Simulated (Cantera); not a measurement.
Input: 1 mol CO, 19 mol H₂, equilibrated at 1.10 mbar.

These are equilibrium values from Cantera (NASA tables, ideal gas, pure condensed phases), not measurements of a reactor. Candidate condensed phases: C, C₆H₆, C₇H₈, C₈H₁₈, H₂O; 110 gas species. The numbers say what is thermodynamically allowed, not how fast it happens. All values below are at 2448 K.

Base state: H₂ 0.526, H 0.435, CO 0.0391 (mole fractions); condensed: gas only.

Task: What changes in the equilibrium state with this change: 0.42 mol H₂O added?

Result: 
| species | before | after |
|---|---|---|
| H₂ | 0.526 | 0.515 |
| H | 0.435 | 0.431 |
| CO | 0.0391 | 0.0382 |
| H₂O | 2.27e-7 | 0.0127 |
| O | 2.02e-8 | 0.00115 |
| OH | 3.67e-8 | 0.00207 |
